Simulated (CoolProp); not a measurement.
Water along the isotherm 1000 K: fugacity coefficient from the reference equation and from simpler models built on Tc = 647.1 K, pc = 22.06 MPa, ω = 0.344; each cubic takes its own stable root.

The numbers come from the reference Helmholtz-energy equation of state, Wagner 2002 in CoolProp.

```csv
p (MPa),phase,reference,van der Waals,Peng-Robinson
0.316,gas,0.9992,0.9986,0.9990
0.599,gas,0.9985,0.9974,0.9981
1.14,gas,0.9971,0.9951,0.9965
2.15,gas,0.9945,0.9907,0.9934
4.08,gas,0.9896,0.9824,0.9876
7.74,gas,0.9804,0.9668,0.9769
14.7,gas,0.9629,0.9377,0.9576
27.8,supercritical,0.9309,0.8851,0.9251
52.7,supercritical,0.8745,0.7962,0.8764
100,supercritical,0.7896,0.6939,0.8242
```
